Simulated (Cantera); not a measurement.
An adiabatic, constant-volume homogeneous reactor starts with CO : H2 : O2 : N2 : CO2 = 1 : 0.41 : 1.16 : 4.35 : 0.41 (molar parts), at 1673 K and 1000000 Pa. Integrator tolerance rtol = 1e-08.

Detailed kinetics in Cantera: GRI-Mech 3.0 (53 species, 325 reactions). The hydrogen kinetics of GRI-Mech 3.0 are dated; newer H2 mechanisms differ, most at raised pressure.

Problem. What does this change do: H2 0.41 to 0.61 parts?

Solution. 
```csv
quantity,before,after
time of steepest temperature rise,1.52 µs,1.30 µs
temperature at 0.200 s,2876 K,2936 K
equilibrium temperature,2876 K,2936 K
x(CO) at 0.200 s,0.0343 (gas-phase equilibrium 0.0343),0.0434 (gas-phase equilibrium 0.0434)
x(H2) at 0.200 s,0.00147 (gas-phase equilibrium 0.00147),0.00287 (gas-phase equilibrium 0.00287)
x(O2) at 0.200 s,0.0694 (gas-phase equilibrium 0.0694),0.0580 (gas-phase equilibrium 0.0580)
x(N2O) at 0.200 s,4.22e-6 (gas-phase equilibrium 4.22e-6),4.13e-6 (gas-phase equilibrium 4.13e-6)
x(NO) at 0.200 s,0.0210 (gas-phase equilibrium 0.0210),0.0206 (gas-phase equilibrium 0.0206)
```

Problem. What does this change do: initial temperature 1673 to 1275 K?

Solution. 
```tsv
quantity	before	after
time of steepest temperature rise	1.52 µs	12.0 µs
temperature at 0.200 s	2876 K	2714 K
equilibrium temperature	2876 K	2714 K
x(CO) at 0.200 s	0.0343 (gas-phase equilibrium 0.0343)	0.0178 (gas-phase equilibrium 0.0178)
x(H2) at 0.200 s	0.00147 (gas-phase equilibrium 0.00147)	0.000775 (gas-phase equilibrium 0.000775)
x(O2) at 0.200 s	0.0694 (gas-phase equilibrium 0.0694)	0.0660 (gas-phase equilibrium 0.0660)
x(N2O) at 0.200 s	4.22e-6 (gas-phase equilibrium 4.22e-6)	3.66e-6 (gas-phase equilibrium 3.66e-6)
x(NO) at 0.200 s	0.0210 (gas-phase equilibrium 0.0210)	0.0165 (gas-phase equilibrium 0.0165)
```
